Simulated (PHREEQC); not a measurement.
A PHREEQC input (ion-association model, phreeqc.dat):

```
SOLUTION 1
  temp 20
  units mg/L
  pH 5.99
  pe 12.2
  Na 0.413
  K 0.00022 charge
  Ca 4.62
  Mg 3
  Cl 2.58
  S(6) 3.93 as SO4
  Alkalinity 20.6 as HCO3
  B 0.0062
  Cd 0.0521
END
USE solution 1
EQUILIBRIUM_PHASES 1
  CO2(g) -2 10
END
```

It stops with these messages:

```
WARNING: Maximum iterations exceeded, 100
WARNING: Maximum iterations exceeded, 100
WARNING: The program has failed to converge to a numerical solution.
ERROR:           Alkalinity has not converged. Total: 3.376111e-04	Calculated: 3.416413e-04	Residual: -4.030240e-06
ERROR: Is non-carbonate alkalinity greater than total alkalinity?
ERROR: Model failed to converge for initial solution  1.
```

Task: Find the cause and the fix.

Result: The fault: charge balance asked on the minor ion K. The line should read `K 0.00022` where the input has `K 0.00022 charge`. With the mend the run ends at pH 6.30 and ionic strength 0.000768 mol/kgw.
